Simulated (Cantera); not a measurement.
Charge: 1 mol MgCO3, 0.062 mol SO3, 0.56 mol CO2, at 0.710 bar.

Cantera equilibrium calculation (NASA polynomials, part measured and part estimated; ideal gas, pure solids and liquids). Candidate condensed phases: C, Mg, MgCO3, MgO, MgS, MgSO4, S; 26 gas species. The numbers say what is thermodynamically allowed, not how fast it happens.

Task: Which condensed phases are stable at each of these points (T (K)): 600, 800, 1000, 1200, 1400, 1600, 1800?

Result: 
```
T (K)     condensed phases  Mg condensed (%)
-----  -------------------  ----------------
600    MgCO3(s) + MgSO4(s)             100.0
800      MgO(s) + MgSO4(s)             100.0
1000     MgO(s) + MgSO4(s)             100.0
1200                MgO(s)             100.0
1400                MgO(s)             100.0
1600                MgO(s)             100.0
1800                MgO(s)             100.0
```

At 600 K the condensed part is MgCO3(s) + MgSO4(s). From 800 K to 1000 K the condensed part is MgO(s) + MgSO4(s). From 1200 K to 1800 K the condensed part is MgO(s).
